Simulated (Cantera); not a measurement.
## Pyrogenic steam for wet oxidation

An isothermal, constant-pressure homogeneous reactor starts with 6.25 % H2, 7.81 % O2, 85.9 % N2, equivalence ratio 0.40, at 800 K and 0.109 atm.

Model: the H2/O2 subset of GRI-Mech 3.0, which has no nitrogen chemistry, integrated in Cantera. Radical loss at walls, strong at low pressure, is not modelled. Below about 950 K walls govern HO2 and H2O2 in real vessels. The temperature is held fixed by assumption; the heat of reaction is taken as removed at once.

```csv
t (s),x H2,x O2,x HO2,x O,x H
1.00e-5,0.0625,0.0781,<1e-12,<1e-12,<1e-12
4.90e-5,0.0625,0.0781,<1e-12,<1e-12,<1e-12
0.000240,0.0625,0.0781,<1e-12,<1e-12,<1e-12
0.00118,0.0625,0.0781,<1e-12,<1e-12,<1e-12
0.00577,0.0625,0.0781,1.44e-11,<1e-12,3.76e-12
0.0283,0.0625,0.0781,5.45e-9,1.37e-10,8.99e-10
0.139,0.0100,0.0531,8.90e-6,6.85e-6,1.36e-5
0.679,0.00855,0.0524,1.99e-6,4.07e-9,5.83e-9
3.33,0.00851,0.0524,2.28e-6,6.50e-9,9.42e-9
16.3,0.00789,0.0521,3.62e-6,1.80e-8,2.70e-8
80.0,0.00418,0.0503,3.07e-6,1.85e-8,1.78e-8
```
x: mole fraction; the columns are a selection and need not sum to one.

Equilibrium at this temperature and pressure: H2 <1e-12, O2 0.0484, HO2 2.63e-12, O <1e-12, H <1e-12 (gas phase only).
